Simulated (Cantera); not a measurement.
## Ignition delay

Mixture: 8.26 % C3H8, 23.0 % O2, 68.8 % N2, equivalence ratio 1.8, at 0.405 atm, adiabatic and at constant volume. Ignition delay is the time to a rise of 400 K.

Cantera simulation using GRI-Mech 3.0 (53 species, 325 reactions); the numbers are that mechanism's predictions, not measurements. GRI-Mech 3.0 was tuned for natural gas; its chemistry of propane as a main component is partial and can be far from experiment.

```json
[
 {"T0 (K)": "1248", "delay (ms)": "3.01"},
 {"T0 (K)": "1323", "delay (ms)": "0.879"},
 {"T0 (K)": "1398", "delay (ms)": "0.326"},
 {"T0 (K)": "1473", "delay (ms)": "0.148"},
 {"T0 (K)": "1548", "delay (ms)": "0.0793"},
 {"T0 (K)": "1623", "delay (ms)": "0.0482"},
 {"T0 (K)": "1698", "delay (ms)": "0.0323"},
 {"T0 (K)": "1773", "delay (ms)": "0.0232"}
]
```

The apparent activation energy between 1623 and 1773 K comes out as 120 kJ/mol.
